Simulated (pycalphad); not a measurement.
## Phase fractions of Si-16.53Sn (at.%)

Computed with pycalphad from the COST 507 light-alloy database (1999), at 1 atm. The data set is of 1999 and partly superseded. Amounts are mole fractions of atoms.

```
T (K)  liquid  diamond (Si)
-----  ------  ------------
1670    1.000             -
1590    0.269         0.731
1510    0.201         0.799
1430    0.182         0.818
1350    0.174         0.826
1270    0.170         0.830
1190    0.168         0.832
1110    0.167         0.833
1030    0.166         0.834
950     0.166         0.834
870     0.165         0.835
790     0.165         0.835
710     0.165         0.835
630     0.165         0.835
550     0.165         0.835
```
